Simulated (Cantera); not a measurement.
What does this Cantera script print?

```python
import numpy as np
import cantera as ct

gas_names = """
    Fe FeO Fe(OH)2 H HO2 H2 H2O H2O2 O OH O2 O3
""".split()
cond_names = """
    Fe(a) Fe(c) Fe(d) Fe(L) FeO(s) FeO(L) Fe(OH)2(s) Fe(OH)3(s) Fe2O3(s) Fe3O4(s) H2O(s) H2O(L)
""".split()


# ... load() reads the species with a 1 bar reference pressure and builds the phases ...
atoms = {
    'Fe2O3': {'Fe': 2, 'O': 3},
    'H2': {'H': 2},
}
top_T = {'Fe2O3(s)': 1830, 'Fe3O4(s)': 1870}  # K; cautious upper limits of use, not melting points


# ... equilibrate(T, P, feed) seeds the gas with the atoms and calls Mixture.equilibrate('TP', solver="vcs", rtol=1e-11, max_steps=5000) ...
results = []
feed = {'Fe2O3': 1, 'H2': 74}  # mol
T = 875  # K
P = 1200  # Pa
mix = equilibrate(T, P, feed)
results.append((T, P, feed, dict(zip(mix.species_names, mix.species_moles))))
print(gas.report(threshold=0.001))
for i in range(1, mix.n_phases):
    print(f"{mix.phase(i).name:16s} {mix.phase_moles(i):12.5e} mol")
```

Result:

```
       temperature   875 K
          pressure   1200 Pa
           density   0.00043951 kg/m^3
  mean mol. weight   2.6646 kg/kmol
   phase of matter   gas

                          1 kg             1 kmol
                     ---------------   ---------------
          enthalpy        2.7351e+06        7.2879e+06  J
   internal energy            4793.4             12773  J
           entropy             76201        2.0305e+05  J/K
    Gibbs function       -6.3941e+07       -1.7038e+08  J
 heat capacity c_p             11364             30282  J/K
 heat capacity c_v            8244.1             21967  J/K

                      mass frac. Y      mole frac. X     chem. pot. / RT
                     ---------------   ---------------   ---------------
                H2           0.72591           0.95946           -21.648
               H2O           0.27409          0.040541           -65.331
     [  +10 minor]        4.0074e-10        4.5538e-10

Fe(a)             2.00000e+00 mol
FeO(s)            0.00000e+00 mol
Fe(OH)2(s)        0.00000e+00 mol
Fe(OH)3(s)        0.00000e+00 mol
Fe2O3(s)          0.00000e+00 mol
Fe3O4(s)          0.00000e+00 mol
```

Method: chemical equilibrium by Gibbs-energy minimisation in Cantera with the NASA 1993 tables (ideal gas, pure condensed phases).
